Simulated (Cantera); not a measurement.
Charge: 1 mol HI, 2.2 mol O₂, 7.7 mol N₂, at 2875 K and 0.140 bar.

Equilibrium computed with Cantera from the NASA thermochemical tables; the gas is ideal and each condensed phase is pure. Candidate condensed phases: H₂O, I₂; 27 gas species. The numbers say what is thermodynamically allowed, not how fast it happens.

Base state: N₂ 0.639, O₂ 0.119, I 0.0845, O 0.0667, NO 0.0276, OH 0.0238, H 0.0177, H₂O 0.0176 (mole fractions); condensed: gas only.

Question: What changes in the equilibrium state with this change: HI replaced by SO₂?

Answer: 
```
species    before     after
-------  --------  --------
N₂          0.639     0.657
O₂          0.119     0.149
O          0.0667    0.0747
I          0.0845         0
SO₂             0    0.0688
OH         0.0238         0
H          0.0177         0
SO              0    0.0176
H₂O        0.0176         0
NO         0.0276    0.0314
H₂        0.00394         0
S               0  0.000978
HI       0.000246         0
SO₃             0   1.04e-5
```
Further candidate phases: S.
